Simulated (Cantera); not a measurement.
A perfectly stirred reactor is fed with 4.20 % CH4, 89.4 % H2, 6.35 % H, at 20.0 Torr; it is held at 2650 K, and followed from long to short residence time.

Computed with Cantera and GRI-Mech 3.0 (53 species, 325 reactions). GRI-Mech 3.0 stops at C3 and has no aromatics, soot or wall deposition, so with more carbon than oxygen in the feed, carbon stays in small species such as C2H2 where larger ones or solid carbon would form. Radical loss at walls, strong at low pressure, is not modelled.

Question: Predict: x(CH4) at τ = 3.30 s; x(H2) at τ = 3.30 s; x(H) at τ = 3.30 s; x(CH3) at τ = 3.30 s; x(C2H) at τ = 3.30 s; x(CH4) at τ = 21.0 ms; x(H2) at τ = 21.0 ms; x(H) at τ = 21.0 ms; x(CH3) at τ = 21.0 ms; x(C2H) at τ = 21.0 ms.

Answer: 
| Quantity | Value |
|---|---|
| x(CH4) at τ = 3.30 s | 2.70e-6 |
| x(H2) at τ = 3.30 s | 0.738 |
| x(H) at τ = 3.30 s | 0.243 |
| x(CH3) at τ = 3.30 s | 1.53e-5 |
| x(C2H) at τ = 3.30 s | 0.000562 |
| x(CH4) at τ = 21.0 ms | 0.000374 |
| x(H2) at τ = 21.0 ms | 0.892 |
| x(H) at τ = 21.0 ms | 0.0874 |
| x(CH3) at τ = 21.0 ms | 0.000626 |
| x(C2H) at τ = 21.0 ms | 0.000181 |
